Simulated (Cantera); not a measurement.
Feed: 1 mol Cu, 4 mol CO, 8.1 mol N2, 0.024 mol O2, held at 75.0 Torr.

Cantera equilibrium calculation (NASA polynomials, part measured and part estimated; ideal gas, pure solids and liquids). Candidate condensed phases: C, Cu, CuO, Cu2O; 27 gas species. Kinetics and transport are ignored. All values below are at 752 °C.

Base state: N2 0.669, CO 0.327, CO2 0.00397 (mole fractions); condensed: Cu(s).

Question: What changes in the equilibrium state with this change: N2 from 8.1 to 2.1 mol?

Answer: 
```
species            before   after
----------------  -------  ------
CO                  0.327   0.640
N2                  0.669   0.346
CO2               0.00397  0.0141
Cu(s), mol           1.00    1.00
C(graphite), mol        0  0.0373
```
